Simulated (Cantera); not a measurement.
A closed system holds: 1 mol V2O5, 750 mol H2, held at 13300 Pa.

Equilibrium computed with Cantera from the NASA thermochemical tables; the gas is ideal and each condensed phase is pure. Candidate condensed phases: H2O, V, VO, V2O3, V2O4, V2O5; 12 gas species. Mutual solubility and eutectic melting of coexisting phases are not modelled. VO: taken at fixed stoichiometry. Condensed phases not in the tables: the oxides between V2O3 and V2O5 other than VO2. Kinetics and transport are ignored.

x: gas mole fraction; n: condensed amount in mol.

```csv
T (K),x H2,x H2O,x H,x VO2,x OH,x VO,n V2O3(s),n VO(s)
1348,0.997,0.00267,6.33e-6,?,2.72e-10,2.33e-12,1.00,0
1373,0.997,0.00267,9.11e-6,?,4.35e-10,6.05e-12,1.00,0
1398,0.997,0.00267,1.29e-5,?,6.82e-10,1.52e-11,1.00,0
1423,0.997,0.00267,1.82e-5,?,1.05e-9,3.68e-11,1.00,0
1448,0.997,0.00270,2.52e-5,?,1.62e-9,8.61e-11,0.977,0.0467
1473,0.997,0.00312,3.46e-5,?,2.82e-9,1.82e-10,0.658,0.684
1498,0.996,0.00360,4.70e-5,?,4.81e-9,3.77e-10,0.302,1.40
1523,0.996,0.00400,6.32e-5,?,7.82e-9,7.59e-10,0,2.00
1548,0.996,0.00400,8.42e-5,?,1.13e-8,1.49e-9,0,2.00
1573,0.996,0.00400,0.000111,?,1.61e-8,2.87e-9,0,2.00
1598,0.996,0.00400,0.000145,?,2.27e-8,5.41e-9,0,2.00
1623,0.996,0.00400,0.000189,?,3.18e-8,9.97e-9,0,2.00
1648,0.996,0.00400,0.000243,?,4.39e-8,1.80e-8,0,2.00
1673,0.996,0.00400,0.000311,?,6.01e-8,3.20e-8,0,2.00
```

### Question
Fill in the missing entries.

### Answer

- 1348, x VO2: 3.31e-11
- 1373, x VO2: 7.20e-11
- 1398, x VO2: 1.52e-10
- 1423, x VO2: 3.14e-10
- 1448, x VO2: 6.33e-10
- 1473, x VO2: 1.33e-9
- 1498, x VO2: 2.74e-9
- 1523, x VO2: 5.32e-9
- 1548, x VO2: 9.12e-9
- 1573, x VO2: 1.54e-8
- 1598, x VO2: 2.54e-8
- 1623, x VO2: 4.14e-8
- 1648, x VO2: 6.64e-8
- 1673, x VO2: 1.05e-7
